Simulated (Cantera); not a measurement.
A closed system holds: 1 mol Al2O3, 69 mol H2, held at 1950 °C and 940000 Pa.

Cantera equilibrium calculation (NASA polynomials, part measured and part estimated; ideal gas, pure solids and liquids). Candidate condensed phases: Al, Al2O3, H2O; 19 gas species. The tables' values for AlOH are old estimates; treat these amounts as uncertain. Equilibrium is a limit: real reactors are often held back by kinetics, nucleation or transport.

Base state: H2 0.997, H 0.00209, H2O 0.000319, Al 7.31e-5, Al2O 6.92e-5, AlH 4.03e-5, AlOH 2.17e-5 (mole fractions); condensed: Al2O3(s).

Problem. What changes in the equilibrium state with this change: temperature from 1950 °C to 550 °C?

Solution. 
```tsv
species	before	after
H2	0.997	1.00
H	0.00209	<1e-9
H2O	0.000319	<1e-9
Al	7.31e-5	<1e-9
Al2O	6.92e-5	<1e-9
AlH	4.03e-5	<1e-9
AlOH	2.17e-5	<1e-9
Al2O3(s), mol	0.991	1.00
```

Problem. What changes in the equilibrium state with this change: temperature from 1950 °C to 775 °C?

Solution. 
```
species          before    after
-------------  --------  -------
H2                0.997     1.00
H               0.00209  2.53e-9
H2O            0.000319    <1e-9
Al              7.31e-5    <1e-9
Al2O            6.92e-5    <1e-9
AlH             4.03e-5    <1e-9
AlOH            2.17e-5    <1e-9
Al2O3(s), mol     0.991     1.00
```

Problem. What changes in the equilibrium state with this change: Al2O3 replaced by Cr2O3?

Solution. 
```json
[
 {"species": "H2", "before": "0.997", "after": "0.965"},
 {"species": "H2O", "before": "0.000319", "after": "0.0316"},
 {"species": "H", "before": "0.00209", "after": "0.00205"},
 {"species": "Cr", "before": "0", "after": "0.00108"},
 {"species": "Al", "before": "7.31e-5", "after": "0"},
 {"species": "Al2O", "before": "6.92e-5", "after": "0"},
 {"species": "AlH", "before": "4.03e-5", "after": "0"},
 {"species": "Al2O3(s), mol", "before": "0.991", "after": "0"},
 {"species": "Cr(l), mol", "before": "0", "after": "1.38"},
 {"species": "Cr2O3(s), mol", "before": "0", "after": "0.270"}
]
```
Mutual solubility and eutectic melting of coexisting phases are not modelled. Further candidate phases: Cr, Cr2O3.
